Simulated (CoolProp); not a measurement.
Properties of R507A at several states (Tc = 343.8 K, pc = 37.05 bar, ω = 0.286).

Model: reference Helmholtz-energy equation of state, Lemmon 2003, in CoolProp. It is a pseudo-pure fit of the blend.

| T (K) | p (bar) | phase | Z | cv (kJ/(kg K)) | Joule-Thomson coefficient (K/MPa) | expansivity (1/kK) | Prandtl number |
|---|---|---|---|---|---|---|---|
| 227.7 | 157 | liquid | 0.6056 | 0.8205 | -0.3373 | 1.970 | 5.11 |
| 297.6 | 0.227 | gas | 0.9963 | 0.7744 | 16.99 | 3.405 | 0.784 |
| 280.3 | 0.22 | gas | 0.9955 | 0.7429 | 21.02 | 3.626 | 0.784 |

Viscosity comes from a separate model (Geller 2000). Thermal conductivity comes from a separate model (Geller 2001).
